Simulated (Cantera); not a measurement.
**Gas activation for diamond growth**

An isothermal, constant-pressure homogeneous reactor starts with 4.49 % CH₄, 91.7 % H₂, 3.85 % H, at 1825 K and 13300 Pa.

Model: GRI-Mech 3.0 (53 species, 325 reactions), integrated in Cantera. GRI-Mech 3.0 stops at C3 and has no aromatics, soot or wall deposition, so with more carbon than oxygen in the feed, carbon stays in small species such as C2H2 where larger ones or solid carbon would form.

| t (s) | x CH₄ | x H₂ | x H | x CH₃ | x C₂H₂ | x C₂H₆ | x C₂H |
|---|---|---|---|---|---|---|---|
| 0.000200 | 0.0323 | 0.954 | 0.00526 | 0.00356 | 0.00411 | 3.84e-5 | 2.20e-7 |
| 0.000654 | 0.0320 | 0.958 | 0.00225 | 0.00150 | 0.00556 | 1.48e-5 | 1.27e-7 |
| 0.00214 | 0.0309 | 0.960 | 0.00122 | 0.000785 | 0.00659 | 6.21e-6 | 8.11e-8 |
| 0.00700 | 0.0282 | 0.962 | 0.00109 | 0.000643 | 0.00799 | 4.43e-6 | 8.81e-8 |
| 0.0229 | 0.0219 | 0.965 | 0.00111 | 0.000506 | 0.0111 | 2.72e-6 | 1.24e-7 |
| 0.0749 | 0.0124 | 0.970 | 0.00115 | 0.000296 | 0.0157 | 9.14e-7 | 1.81e-7 |
| 0.245 | 0.00506 | 0.974 | 0.00118 | 0.000123 | 0.0193 | 1.59e-7 | 2.28e-7 |
| 0.801 | 0.00182 | 0.976 | 0.00120 | 4.49e-5 | 0.0209 | 2.35e-8 | 2.49e-7 |
| 2.62 | 0.000960 | 0.976 | 0.00120 | 2.37e-5 | 0.0214 | 8.72e-9 | 2.55e-7 |
| 8.57 | 0.000904 | 0.976 | 0.00120 | 2.23e-5 | 0.0214 | 8.07e-9 | 2.55e-7 |
| 28.0 | 0.000904 | 0.976 | 0.00120 | 2.23e-5 | 0.0214 | 8.07e-9 | 2.55e-7 |
| 91.7 | 0.000904 | 0.976 | 0.00120 | 2.23e-5 | 0.0214 | 8.07e-9 | 2.55e-7 |
| 300 | 0.000904 | 0.976 | 0.00120 | 2.23e-5 | 0.0214 | 8.07e-9 | 2.55e-7 |
x: mole fraction; the columns are a selection and need not sum to one.

Equilibrium at this temperature and pressure: CH₄ 0.000904, H₂ 0.976, H 0.00120, CH₃ 2.23e-5, C₂H₂ 0.0214, C₂H₆ 8.07e-9, C₂H 2.55e-7 (gas phase only).
